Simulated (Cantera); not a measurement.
An isothermal, constant-pressure homogeneous reactor starts with NO : N₂ = 1 : 5.6 (molar parts), at 1923 K and 2670 Pa. Integrator tolerance rtol = 1e-08.

Computed with Cantera and GRI-Mech 3.0 (53 species, 325 reactions). Radical loss at walls, strong at low pressure, is not modelled.

### Question
What does this change do: NO 1 to 1.7 parts?

### Answer
```
quantity                                             before                                      after
----------------  -----------------------------------------  -----------------------------------------
x(NO) at 40.0 s      0.0649 (gas-phase equilibrium 0.00395)     0.0739 (gas-phase equilibrium 0.00480)
x(NO₂) at 40.0 s    9.41e-6 (gas-phase equilibrium 7.51e-7)    1.45e-5 (gas-phase equilibrium 1.14e-6)
x(O₂) at 40.0 s       0.0431 (gas-phase equilibrium 0.0735)       0.0791 (gas-phase equilibrium 0.114)
x(O) at 40.0 s    0.000473 (gas-phase equilibrium 0.000604)  0.000637 (gas-phase equilibrium 0.000752)
x(N₂) at 40.0 s         0.892 (gas-phase equilibrium 0.922)        0.846 (gas-phase equilibrium 0.881)
```
